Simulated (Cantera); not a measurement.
Feed: 1 mol N₂O, a varied amount of H₂O, at 477 °C and 0.100 bar.

Cantera equilibrium calculation (NASA polynomials, part measured and part estimated; ideal gas, pure solids and liquids). Candidate condensed phases: H₂O; 24 gas species. Equilibrium is a limit: real reactors are often held back by kinetics, nucleation or transport.

Problem. At 0.16 mol H₂O, list the 3 most abundant gas species with their mole fractions, and the condensed phases.

Solution. N₂ 0.602, O₂ 0.301, H₂O 0.0964. Condensed: gas only.
